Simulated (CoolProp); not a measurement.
The numbers come from the reference Helmholtz-energy equation of state, Lemmon 2003 in CoolProp. It is a pseudo-pure fit of the blend.

For R507A, give the phase and the density (kg/m³), cv (kJ/(kg K)), isothermal compressibility (1/MPa) at 273.5 K and 2.85 MPa.


- 273.5 K and 2.85 MPa: liquid; density 1170, cv 0.876, isothermal compressibility 0.00500
